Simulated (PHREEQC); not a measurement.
## City or well water

Synthetic water in mmol/kgw, 20 °C, pH 8.26, pe 11.2:

```csv
constituent,mmol/kgw
Na,0.115
K,0.181
Ca,1.08
Mg,0.0501
Cl,0.765
S(6),0.644
Alkalinity (meq/kgw),0.463
Si,0.000559
```

Valence states are taken as typed.

Equilibrium calculation in PHREEQC: ion-association model, wateq4f.dat.

No solid was allowed to form.

Q: Estimate the ionic strength, charge-balance error.

A: ionic strength 0.00402 mol/kgw; charge-balance error 0.8 %.

Q: In which forms is Si present?

A: H4SiO4 98 %, H3SiO4- 2.3 % of the Si.

Species that the database lacks are ignored.
